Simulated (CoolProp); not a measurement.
Computed with CoolProp (reference Helmholtz-energy equation of state, Thol 2015).

Q: For octamethylcyclotetrasiloxane (D4), give the phase and the density (kg/m³), cp (kJ/(kg K)), speed of sound (m/s), expansivity (1/kK) at 79.95 °C and 427 kPa.

A: 
- 79.95 °C and 427 kPa: liquid; density 888, cp 1.77, speed of sound 742, expansivity 1.32
